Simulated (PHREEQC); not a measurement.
**Reverse-osmosis permeate: speciation**

Synthetic water in mmol/kgw, 48 °C, pH 5.73, pe 12.2:

```
constituent           mmol/kgw
--------------------  --------
Na                      0.0365
K                     0.000943
Ca                      0.0565
Mg                      0.0144
Cl                       0.117
S(6)                     0.026
Alkalinity (meq/kgw)   0.00727
B                     0.000116
Pb                     0.00134
```

Valence states are taken as typed.

Model: ion-association model, phreeqc.dat, run in PHREEQC.

Each row changes one thing in this solution. This is a speciation only: nothing precipitates in the calculation.

```json
[
 {"case": "as made", "CO2 (mol/kgw)": "3.22e-5", "HCO3- (mol/kgw)": "9.11e-6", "Pb+2 (mol/kgw)": "1.29e-6", "CaSO4 (mol/kgw)": "2.56e-7", "MgSO4 (mol/kgw)": "1.27e-7", "PbSO4 (mol/kgw)": "1.58e-8", "SI of Pb(OH)2 (Pb(OH)2)": "-1.88", "SI of Cerussite (PbCO3)": "-2.55"},
 {"case": "pH from 5.73 to 6.73 at the same alkalinity", "CO2 (mol/kgw)": "2.46e-6", "HCO3- (mol/kgw)": "6.97e-6", "Pb+2 (mol/kgw)": "1.15e-6", "CaSO4 (mol/kgw)": "2.56e-7", "MgSO4 (mol/kgw)": "1.27e-7", "PbSO4 (mol/kgw)": "1.42e-8", "SI of Pb(OH)2 (Pb(OH)2)": "+0.07", "SI of Cerussite (PbCO3)": "-1.72"},
 {"case": "S(6) from 0.026 to 0.078 mmol/kgw", "CO2 (mol/kgw)": "3.21e-5", "HCO3- (mol/kgw)": "9.13e-6", "Pb+2 (mol/kgw)": "1.26e-6", "CaSO4 (mol/kgw)": "7.43e-7", "MgSO4 (mol/kgw)": "3.64e-7", "PbSO4 (mol/kgw)": "4.52e-8", "SI of Pb(OH)2 (Pb(OH)2)": "-1.90", "SI of Cerussite (PbCO3)": "-2.57"},
 {"case": "all concentrations times 4 at the same typed pH", "CO2 (mol/kgw)": "0.000106", "HCO3- (mol/kgw)": "3.06e-5", "Pb+2 (mol/kgw)": "4.81e-6", "CaSO4 (mol/kgw)": "3.37e-6", "MgSO4 (mol/kgw)": "1.65e-6", "PbSO4 (mol/kgw)": "1.96e-7", "SI of Pb(OH)2 (Pb(OH)2)": "-1.34", "SI of Cerussite (PbCO3)": "-1.49"},
 {"case": "K from 0.000943 to 0.00283 mmol/kgw", "CO2 (mol/kgw)": "3.22e-5", "HCO3- (mol/kgw)": "9.11e-6", "Pb+2 (mol/kgw)": "1.29e-6", "CaSO4 (mol/kgw)": "2.56e-7", "MgSO4 (mol/kgw)": "1.27e-7", "PbSO4 (mol/kgw)": "1.58e-8", "SI of Pb(OH)2 (Pb(OH)2)": "-1.88", "SI of Cerussite (PbCO3)": "-2.55"}
]
```

Complexes and solids missing from the database can't appear. Some of these states are supersaturated (in Pb(OH)2, for instance). At this temperature some constants are extrapolated from 25 °C, and those without enthalpy data are left unchanged.
